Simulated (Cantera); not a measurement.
A closed system holds: 1 mol CaCO3, 0.0078 mol C, 0.28 mol CO2, held at 1450 K and 0.000690 bar.

Cantera equilibrium calculation (NASA polynomials, part measured and part estimated; ideal gas, pure solids and liquids). Candidate condensed phases: C, Ca, CaCO3, CaO; 15 gas species. Equilibrium is a limit: real reactors are often held back by kinetics, nucleation or transport.

Problem. What is the equilibrium state?

Solution. 
| Property | Value |
|---|---|
| x(CO2) | 0.988 |
| x(CO) | 0.0122 |
| x(O2) | 4.82e-5 |
| n(CaO(s)) | 1.00 mol |
| gas amount | 1.288 mol |
| log10 activity of C(graphite) (absent) | -9.96 |
| log10 activity of Ca(l) (absent) | -13.59 |
